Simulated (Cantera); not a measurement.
# Equilibrium for roasting and sulfation: FeS2 + H2S + N2

Feed: 1 mol FeS2, 0.34 mol H2S, 0.92 mol N2, held at 3.30 bar.

Cantera equilibrium calculation (NASA polynomials, part measured and part estimated; ideal gas, pure solids and liquids). Candidate condensed phases: Fe, FeS, FeS2, S; 16 gas species. FeS: taken at fixed stoichiometry. The numbers say what is thermodynamically allowed, not how fast it happens.

| T (K) | log p N2 | log p S2 | log p H2S | log p H2 | log p SH | log p S | log p H | log p SN | n FeS(s) | n FeS(l) |
|---|---|---|---|---|---|---|---|---|---|---|
| 1323 | 0.23 | -0.02 | -0.24 | -1.22 | -2.75 | -5.41 | -6.41 | -7.09 | 1.00 | 0 |
| 1373 | 0.23 | -0.02 | -0.26 | -1.10 | -2.59 | -5.10 | -6.03 | -6.80 | 1.00 | 0 |
| 1423 | 0.23 | -0.01 | -0.28 | -1.00 | -2.44 | -4.81 | -5.68 | -6.54 | 1.00 | 0 |
| 1473 | 0.23 | -0.01 | -0.30 | -0.91 | -2.30 | -4.53 | -5.35 | -6.29 | 0 | 1.00 |
| 1523 | 0.23 | -0.01 | -0.32 | -0.83 | -2.17 | -4.28 | -5.05 | -6.05 | 0 | 1.00 |
| 1573 | 0.23 | 0.00 | -0.35 | -0.77 | -2.05 | -4.04 | -4.77 | -5.83 | 0 | 1.00 |
| 1623 | 0.22 | 0.00 | -0.38 | -0.70 | -1.95 | -3.82 | -4.51 | -5.63 | 0 | 1.00 |
| 1673 | 0.22 | 0.01 | -0.41 | -0.65 | -1.85 | -3.61 | -4.27 | -5.43 | 0 | 1.00 |
| 1723 | 0.22 | 0.01 | -0.45 | -0.61 | -1.75 | -3.41 | -4.04 | -5.25 | 0 | 1.00 |
| 1773 | 0.22 | 0.01 | -0.49 | -0.57 | -1.67 | -3.22 | -3.83 | -5.08 | 0 | 1.00 |
| 1823 | 0.22 | 0.01 | -0.52 | -0.53 | -1.59 | -3.04 | -3.63 | -4.91 | 0 | 1.000 |
log p: log10 of the partial pressure in bar; n: condensed amount in mol.

From 1323 K to 1423 K the condensed part is FeS(s). From 1473 K to 1823 K the condensed part is FeS(l).
